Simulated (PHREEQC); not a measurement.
Solution A (0.014 mol/kgw Cu(NO3)2, 7.3e-05 mol/kgw HCl and 0.034 mol/kgw NaCl) is mixed with solution B (2.6 mmol/kgw NaH2PO4 and 0.075 mmol/kgw NaF) at 25 °C; shares are by mass of water, 1 kg in all. O2 is buffered at 0.21 atm. No CO2 enters from the air. The run lets Cu(OH)2, Atacamite, Cu2(OH)3NO3, Cu3(PO4)2:3H2O, Halite, CuF2:2H2O precipitate or redissolve, and no other solid.

Computed with PHREEQC (ion-association model, wateq4f.dat).

```tsv
share of solution B	pH	Cu3(PO4)2:3H2O (mol)	F- (mol/kgw)
0	4.20	0	0
0.1	4.25	0	6.39e-6
0.15	4.27	0	9.65e-6
0.25	4.33	0	1.63e-5
0.3	4.35	?	1.97e-5
0.4	4.33	3.36e-6	?
0.45	4.32	?	?
0.55	4.33	6.71e-6	3.67e-5
0.6	4.34	7.44e-6	4.03e-5
0.7	4.37	8.20e-6	?
0.75	4.41	8.16e-6	?
0.85	4.51	6.82e-6	5.97e-5
0.9	?	5.14e-6	?
1	4.95	0	7.37e-5
```

What belongs in the gaps?


- 0.3, Cu3(PO4)2:3H2O (mol): 1.67e-7
- 0.4, F- (mol/kgw): 2.64e-5
- 0.45, Cu3(PO4)2:3H2O (mol): 4.66e-6
- 0.45, F- (mol/kgw): 2.98e-5
- 0.7, F- (mol/kgw): 4.77e-5
- 0.75, F- (mol/kgw): 5.15e-5
- 0.9, pH: 4.61
- 0.9, F- (mol/kgw): 6.41e-5

Species that the database lacks are ignored. H3PO4, which wateq4f.dat lacks, is added to it with the constant of phreeqc.dat. The database has no phosphate complexes of Cu.
